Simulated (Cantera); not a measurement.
Input: 1 mol Si, a varied amount of HBr, 0.72 mol H2, equilibrated at 1723 K and 31.0 Pa.

Equilibrium computed with Cantera from the NASA thermochemical tables; the gas is ideal and each condensed phase is pure. Candidate condensed phases: Br2, Si; 19 gas species. The tables' values for SiBr, SiBr3 are old estimates; treat these amounts as uncertain. Equilibrium is a limit: real reactors are often held back by kinetics, nucleation or transport.

x: gas mole fraction; nothing condenses.

```json
[
 {"n(HBr) (mol)": "3.7", "x H2": "0.425", "x Br": "0.157", "x HBr": "0.205", "x SiBr2": "0.198", "x H": "0.00675", "x SiBr": "0.00608", "x Si": "0.00232"},
 {"n(HBr) (mol)": "4.3", "x H2": "0.394", "x Br": "0.186", "x HBr": "0.234", "x SiBr2": "0.173", "x H": "0.00651", "x SiBr": "0.00449", "x Si": "0.00144"},
 {"n(HBr) (mol)": "4.9", "x H2": "0.371", "x Br": "0.209", "x HBr": "0.255", "x SiBr2": "0.154", "x H": "0.00631", "x SiBr": "0.00354", "x Si": "0.00101"},
 {"n(HBr) (mol)": "5.6", "x H2": "0.350", "x Br": "0.231", "x HBr": "0.274", "x SiBr2": "0.135", "x H": "0.00613", "x SiBr": "0.00282", "x Si": "0.000730"},
 {"n(HBr) (mol)": "6.4", "x H2": "0.331", "x Br": "0.251", "x HBr": "0.290", "x SiBr2": "0.119", "x H": "0.00596", "x SiBr": "0.00229", "x Si": "0.000544"},
 {"n(HBr) (mol)": "7.3", "x H2": "0.315", "x Br": "0.269", "x HBr": "0.303", "x SiBr2": "0.105", "x H": "0.00581", "x SiBr": "0.00188", "x Si": "0.000417"},
 {"n(HBr) (mol)": "8.3", "x H2": "0.301", "x Br": "0.285", "x HBr": "0.313", "x SiBr2": "0.0926", "x H": "0.00569", "x SiBr": "0.00157", "x Si": "0.000329"},
 {"n(HBr) (mol)": "9.5", "x H2": "0.289", "x Br": "0.300", "x HBr": "0.323", "x SiBr2": "0.0811", "x H": "0.00557", "x SiBr": "0.00130", "x Si": "0.000260"},
 {"n(HBr) (mol)": "11", "x H2": "0.277", "x Br": "0.314", "x HBr": "0.332", "x SiBr2": "0.0702", "x H": "0.00545", "x SiBr": "0.00108", "x Si": "0.000205"},
 {"n(HBr) (mol)": "12", "x H2": "0.271", "x Br": "0.322", "x HBr": "0.336", "x SiBr2": "0.0644", "x H": "0.00539", "x SiBr": "0.000964", "x Si": "0.000179"},
 {"n(HBr) (mol)": "14", "x H2": "0.261", "x Br": "0.335", "x HBr": "0.343", "x SiBr2": "(withheld)", "x H": "0.00529", "x SiBr": "0.000797", "x Si": "(withheld)"},
 {"n(HBr) (mol)": "16", "x H2": "0.254", "x Br": "0.344", "x HBr": "0.347", "x SiBr2": "(withheld)", "x H": "0.00522", "x SiBr": "0.000679", "x Si": "(withheld)"},
 {"n(HBr) (mol)": "19", "x H2": "0.246", "x Br": "0.355", "x HBr": "0.353", "x SiBr2": "0.0408", "x H": "0.00514", "x SiBr": "0.000555", "x Si": "9.35e-5"}
]
```

Task: Fill in the missing entries.

Result: 
- 14, x SiBr2: 0.0553
- 14, x Si: 0.000142
- 16, x SiBr2: 0.0484
- 16, x Si: 0.000118
